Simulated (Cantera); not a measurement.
Feed: 1 mol Pb, 0.09 mol H₂, 0.63 mol N₂, equilibrated at 1.33 mbar.

These are equilibrium values from Cantera (NASA tables, ideal gas, pure condensed phases), not measurements of a reactor. Candidate condensed phases: Pb; 11 gas species. Equilibrium is a limit: real reactors are often held back by kinetics, nucleation or transport.

log p: log10 of the partial pressure in bar; n: condensed amount in mol.

| T (K) | log p N₂ | log p Pb | log p H₂ | log p Pb₂ | n Pb(s) | n Pb(l) |
|---|---|---|---|---|---|---|
| 600 | -2.93 | -11.29 | -3.78 | <-14 | 1.00 | 0 |
| 650 | -2.93 | -10.03 | -3.78 | <-14 | 0 | 1.00 |
| 700 | -2.93 | -8.95 | -3.78 | <-14 | 0 | 1.000 |
| 750 | -2.93 | -8.02 | -3.78 | <-14 | 0 | 1.000 |
| 800 | -2.93 | ? | -3.78 | ? | 0 | 1.000 |
| 850 | -2.93 | -6.50 | -3.78 | -13.15 | 0 | 1.000 |
| 900 | -2.93 | -5.86 | -3.78 | -12.09 | 0 | 0.999 |
| 950 | -2.93 | -5.30 | -3.78 | -11.14 | 0 | 0.997 |
| 1000 | -2.94 | -4.79 | -3.78 | -10.29 | 0 | 0.991 |
| 1050 | -2.95 | ? | -3.79 | ? | 0 | 0.974 |
| 1100 | -2.97 | -3.92 | -3.82 | -8.83 | 0 | 0.928 |
| 1150 | -3.04 | -3.54 | -3.88 | -8.20 | 0 | 0.800 |
| 1200 | -3.22 | -3.19 | -4.06 | -7.62 | 0 | 0.329 |

Problem. What belongs in the gaps?

Solution. 
- 1050, log p Pb: -4.33
- 1050, log p Pb₂: -9.53
- 800, log p Pb: -7.21
- 800, log p Pb₂: -14.35
